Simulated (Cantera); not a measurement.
Input: 1 mol Pb, 0.25 mol H2O, a varied amount of N2, at 6.00 bar.

Equilibrium computed with Cantera from the NASA thermochemical tables; the gas is ideal and each condensed phase is pure. Candidate condensed phases: H2O, Pb, PbO, PbO2, Pb3O4; 27 gas species. Equilibrium is a limit: real reactors are often held back by kinetics, nucleation or transport.

Stable condensed phases, one row left out:

```
T in K \ n(N2) in mol
         1.2 1.7 2.5 3.7 5.4 7.8  11  17  24  36
   1923    A   A   A   A   A   A   B   B   B   B
   1898    A   A   A   A   A   A   B   B   B   B
   1873    A   A   A   A   A   A   A   B   B   B
   1848    A   A   A   A   A   A   A   B   B   B
   1823    A   A   A   A   A   A   A   A   B   B
   1798    A   A   A   A   A   A   A   A   B   B
   1773    A   A   A   A   A   A   A   A   A   B
   1748    A   A   A   A   A   A   A   A   A   B
   1723    A   A   A   A   A   A   A   A   A   B
   1673    A   A   A   A   A   A   A   A   A   A
   1648    A   A   A   A   A   A   A   A   A   A
   1623    A   A   A   A   A   A   A   A   A   A
```

A: Pb; B: gas only.

Question: Give the row for 1698 K.

Answer: 1.2: Pb; 1.7: Pb; 2.5: Pb; 3.7: Pb; 5.4: Pb; 7.8: Pb; 11: Pb; 17: Pb; 24: Pb; 36: Pb.
